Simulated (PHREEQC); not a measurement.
Solution (25 °C): 170 mmol/kgw HF, 6.4 mmol/kgw KF and 52 mmol/kgw H2SO4. Closed to the air; pH follows from the charge balance.

Computed with PHREEQC (ion-association model, wateq4f.dat).

Problem. The ionic strength comes out as 0.0837 mol/kgw. What activity coefficients do KSO4-, HSO4-, SO4-2, H+, K+ get?

Solution. KSO4- 0.80, HSO4- 0.79, SO4-2 0.40, H+ 0.83, K+ 0.78.

No solid was allowed to form. wateq4f.dat counts part of the HF as a dimer, H2F2, which phreeqc.dat doesn't know; its constant is uncertain.
